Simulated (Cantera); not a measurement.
# Premixed flame

A freely propagating, adiabatic, planar premixed flame of 9.92 % CH₄, 3.57 % H₂, 15.5 % O₂, 71.0 % N₂, unburnt at 698 K and 13300 Pa; mixture-averaged transport, grid criteria slope 0.08 and curve 0.16, no radiation.

Detailed kinetics in Cantera: GRI-Mech 3.0 (53 species, 325 reactions). Burning velocities carry a grid error of a few per cent, more on coarse grids.

```tsv
z (mm)	T (K)	u (m/s)	x CH₄	x H₂	x O₂	x H₂O	x H	x HO₂
-6.96	698	1.75	0.0991	0.0369	0.155	4.74e-5	7.12e-8	1.08e-6
-4.64	702	1.76	0.0985	0.0395	0.154	0.000517	1.65e-6	7.25e-6
-3.48	713	1.80	0.0974	0.0426	0.153	0.00190	8.48e-6	1.45e-5
-2.32	777	1.97	0.0925	0.0487	0.149	0.00913	5.59e-5	2.09e-5
-1.16	1116	2.89	0.0658	0.0595	0.121	0.0465	0.000530	5.05e-5
-0.580	1453	3.81	0.0367	0.0649	0.0844	0.0855	0.00197	9.41e-5
0	1764	4.68	0.0111	0.0653	0.0436	0.125	0.00575	5.19e-5
0.580	1923	5.12	0.00171	0.0603	0.0178	0.148	0.0105	7.88e-6
1.16	1971	5.25	0.000183	0.0559	0.00698	0.157	0.0138	8.18e-7
2.32	1989	5.28	2.05e-6	0.0543	0.00191	0.159	0.0158	1.32e-7
4.64	1997	5.29	<1e-8	0.0555	0.00116	0.157	0.0159	9.03e-8
9.28	2005	5.31	<1e-8	0.0560	0.00104	0.157	0.0153	8.28e-8
18.6	2017	5.34	<1e-8	0.0561	0.000903	0.158	0.0141	7.41e-8
```
x: mole fraction of selected species; z is measured from the peak of heat release.

| Property | Value |
|---|---|
| laminar burning velocity | 175 cm/s |
| thermal thickness | 2.32 mm |
| peak x(H) | 0.0160 |
| peak x(HO₂) | 9.47e-5 |
| grid points | 156 |
